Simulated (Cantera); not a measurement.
Feed: 1 mol SiHCl3, a varied amount of N2, 15 mol H2, held at 477 °C and 0.00380 bar.

Equilibrium computed with Cantera from the NASA thermochemical tables; the gas is ideal and each condensed phase is pure. Candidate condensed phases: NH4Cl, Si, Si3N4; 28 gas species. N2 is the only nitrogen source here; it is nearly inert below about 1500 K, so the nitride shown seldom forms there in practice. Kinetics and transport are ignored.

x: gas mole fraction; n: condensed amount in mol.

| n(N2) (mol) | x H2 | x N2 | x HCl | x SiCl4 | x SiHCl3 | n Si3N4(s) |
|---|---|---|---|---|---|---|
| 0.46 | 0.876 | 6.53e-5 | 0.105 | 0.0186 | 7.02e-5 | 0.229 |
| 0.86 | 0.822 | 0.0135 | 0.161 | 0.00335 | 7.72e-6 | 0.314 |
| 1.6 | 0.784 | ___ | 0.161 | ___ | ___ | 0.324 |
| 3.1 | 0.722 | 0.126 | 0.151 | 0.000760 | 1.64e-6 | 0.328 |
| 5.8 | 0.633 | 0.232 | 0.134 | 0.000403 | 8.62e-7 | 0.330 |
| 11 | ___ | ___ | ___ | ___ | ___ | 0.332 |
| 21 | 0.375 | 0.545 | 0.0800 | 8.28e-5 | 1.76e-7 | 0.332 |
| 39 | 0.253 | 0.693 | 0.0541 | 3.24e-5 | 6.85e-8 | 0.333 |

Some entries are withheld; supply them.


- 1.6, x N2: 0.0531
- 1.6, x SiCl4: 0.00148
- 1.6, x SiHCl3: 3.26e-6
- 11, x H2: 0.513
- 11, x N2: 0.378
- 11, x HCl: 0.109
- 11, x SiCl4: 0.000195
- 11, x SiHCl3: 4.14e-7
